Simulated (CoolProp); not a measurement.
Vapour-liquid equilibrium of diethyl ether (1) + benzene (2) at 0.0925 MPa; x and y are mole fractions of (1).

The numbers come from the multi-fluid Helmholtz-energy mixture model, Thol 2014 and Thol 2012; pair parameters Bell 2016 in CoolProp.

```tsv
x	bubble temperature, mixture model (°C)	bubble temperature, Raoult's law (°C)	y, mixture model	y, Raoult's law
0.05	72.7	72.6	0.171	0.179
0.15	65.2	64.8	0.417	0.432
0.25	58.9	58.5	0.583	0.599
0.35	53.6	53.2	0.699	0.713
0.45	49.1	48.7	0.784	0.796
0.55	45.1	44.7	0.848	0.856
0.65	41.6	41.3	0.897	0.903
0.75	38.5	38.3	0.935	0.939
0.85	35.7	35.5	0.965	0.967
0.95	33.1	33.1	0.990	0.990
```

The largest gap from Raoult's law is +0.4 K in bubble temperature, at x = 0.35. No azeotrope shows between x = 0.05 and 0.95.

Pair parameters are fitted to limited data, so mixtures are less certain than the pure fluids.
